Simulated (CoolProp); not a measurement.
Dodecamethylcyclohexasiloxane (D6) along the isobar 0.794 MPa: density (kg/m³) from the reference equation and from simpler models built on Tc = 645.8 K, pc = 0.9614 MPa, ω = 0.736; each cubic takes its own stable root.

The numbers come from the reference Helmholtz-energy equation of state, Colonna 2008 in CoolProp. It is a short technical equation, of lower accuracy than the large ones.

| T (K) | phase | reference | van der Waals | Redlich-Kwong | Soave-Redlich-Kwong | Peng-Robinson |
|---|---|---|---|---|---|---|
| 394.2 | liquid | 864.5 | 496.5 | 724.2 | 784.2 | 881.3 |
| 422.4 | liquid | 832.3 | 482.4 | 699.1 | 762.9 | 858.4 |
| 450.6 | liquid | 799.2 | 467.3 | 672.0 | 738.6 | 832.1 |
| 478.8 | liquid | 764.5 | 450.8 | 642.3 | 710.7 | 801.7 |
| 507.1 | liquid | 727.5 | 432.4 | 609.2 | 678.2 | 765.9 |
| 535.3 | liquid | 687.3 | 411.4 | 572.0 | 639.9 | 723.2 |
| 563.5 | liquid | 641.6 | 386.4 | 528.6 | 593.2 | 670.6 |
| 591.8 | liquid | 585.7 | 353.6 | 474.2 | 533.1 | 601.9 |
| 620 | liquid | 506.9 | 120.6 | 391.2 | 443.8 | 498.8 |

At some of these states van der Waals gives the other phase, because its saturation line lies elsewhere.
